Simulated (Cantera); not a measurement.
Charge: 1 mol B, 7.2 mol H2O, at 0.310 bar.

These are equilibrium values from Cantera (NASA tables, ideal gas, pure condensed phases), not measurements of a reactor. Candidate condensed phases: B, B2O3, B3O3H3, H2O; 23 gas species. Gases not in the tables: H3BO3. Kinetics and transport are ignored.

Which condensed phases are stable at each of these points (T (K)): 900, 1000, 1100, 1200, 1300, 1400, 1500, 1600, 1700, 1800, 1900, 2000?


| T (K) | condensed phases | B condensed (%) |
|---|---|---|
| 900 | B2O3(l) | 61.0 |
| 1000 | B2O3(l) | 77.0 |
| 1100 | B2O3(l) | 85.3 |
| 1200 | B2O3(l) | 89.3 |
| 1300 | B2O3(l) | 89.6 |
| 1400 | B2O3(l) | 84.3 |
| 1500 | B2O3(l) | 68.4 |
| 1600 | B2O3(l) | 33.3 |
| 1700 | gas only | 0.0 |
| 1800 | gas only | 0.0 |
| 1900 | gas only | 0.0 |
| 2000 | gas only | 0.0 |

From 900 K to 1600 K the condensed part is B2O3(l). From 1700 K to 2000 K nothing is condensed.
